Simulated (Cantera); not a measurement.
Input: 1 mol SiH2Cl2, 20 mol N2, 35 mol H2, at 0.0130 bar.

Cantera equilibrium calculation (NASA polynomials, part measured and part estimated; ideal gas, pure solids and liquids). Candidate condensed phases: NH4Cl, Si, Si3N4; 28 gas species. N2 is the only nitrogen source here; it is nearly inert below about 1500 K, so the nitride shown seldom forms there in practice. Rates play no part.

Over these rows the condensed part is Si3N4(s). Partial pressures as log10 of bar:

```json
[
 {"T (K)": "1323", "1000/T (1/K)": "0.7559", "log p SiCl2": "-6.61", "log p H2": "-2.09", "log p N2": "-2.35", "log p HCl": "-3.34"},
 {"T (K)": "1373", "1000/T (1/K)": "0.7283", "log p SiCl2": "-6.23", "log p H2": "-2.09", "log p N2": "-2.35", "log p HCl": "-3.34"},
 {"T (K)": "1423", "1000/T (1/K)": "0.7027", "log p SiCl2": "-5.88", "log p H2": "-2.09", "log p N2": "-2.35", "log p HCl": "-3.34"},
 {"T (K)": "1473", "1000/T (1/K)": "0.6789", "log p SiCl2": "?", "log p H2": "-2.09", "log p N2": "-2.35", "log p HCl": "-3.34"},
 {"T (K)": "1523", "1000/T (1/K)": "0.6566", "log p SiCl2": "-5.27", "log p H2": "-2.09", "log p N2": "-2.35", "log p HCl": "-3.35"},
 {"T (K)": "1573", "1000/T (1/K)": "0.6357", "log p SiCl2": "-5.01", "log p H2": "-2.09", "log p N2": "-2.35", "log p HCl": "-3.36"}
]
```

**Question.** Fit log p(SiCl2) = a + b·(1000/T) to the five rows, give the apparent enthalpy, and predict the row at 1473 K.

**Answer.** Means: 1000/T = 0.6958, log p = -5.800. Sxy = -0.131463, Sxx = 0.0098645, so b = -13.33 and a = -5.800 − (-13.33)×0.6958 = 3.48.
Apparent enthalpy: −19.145 × (-13.33) = 255 kJ/mol. With the condensed phases at unit activity, 1/3 Si3N4(s) + 2 HCl(g) = SiCl2(g) + H2(g) + 2/3 N2(g) links this pressure to the main gases: over the six rows their terms move log p by -0.04 in all, so the slope is close to that reaction's ΔH°. The five rows lie within 0.02 of the line.
Prediction at 1473 K: 3.48 + (-13.33)×0.6789 = -5.57. The computed value is -5.56, 0.01 from the line.
